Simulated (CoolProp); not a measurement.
Aqueous ammonia as a coolant, at -12 °C, 1 atm.

Computed with CoolProp (Melinder's fits for secondary coolants).

```json
[
 {"mass %": "10.2", "freezing point (°C)": "-13.9", "Prandtl number": "28.3", "conductivity (W/(m K))": "0.473", "cp (kJ/(kg K))": "4.239", "density (kg/m³)": "963.3"},
 {"mass %": "12.1", "freezing point (°C)": "-17.3", "Prandtl number": "29.1", "conductivity (W/(m K))": "0.463", "cp (kJ/(kg K))": "4.241", "density (kg/m³)": "957.6"},
 {"mass %": "13.9", "freezing point (°C)": "-20.9", "Prandtl number": "30.2", "conductivity (W/(m K))": "0.454", "cp (kJ/(kg K))": "4.243", "density (kg/m³)": "952.4"},
 {"mass %": "15.8", "freezing point (°C)": "-25.1", "Prandtl number": "31.6", "conductivity (W/(m K))": "0.444", "cp (kJ/(kg K))": "4.245", "density (kg/m³)": "947.1"},
 {"mass %": "17.6", "freezing point (°C)": "-29.6", "Prandtl number": "32.8", "conductivity (W/(m K))": "0.435", "cp (kJ/(kg K))": "4.247", "density (kg/m³)": "942.2"},
 {"mass %": "19.5", "freezing point (°C)": "-34.9", "Prandtl number": "34.0", "conductivity (W/(m K))": "0.426", "cp (kJ/(kg K))": "4.249", "density (kg/m³)": "937.2"},
 {"mass %": "21.3", "freezing point (°C)": "-40.7", "Prandtl number": "34.8", "conductivity (W/(m K))": "0.418", "cp (kJ/(kg K))": "4.251", "density (kg/m³)": "932.6"},
 {"mass %": "23.2", "freezing point (°C)": "-47.8", "Prandtl number": "35.3", "conductivity (W/(m K))": "0.411", "cp (kJ/(kg K))": "4.253", "density (kg/m³)": "927.7"},
 {"mass %": "25", "freezing point (°C)": "-55.5", "Prandtl number": "35.5", "conductivity (W/(m K))": "0.405", "cp (kJ/(kg K))": "4.255", "density (kg/m³)": "923.2"}
]
```
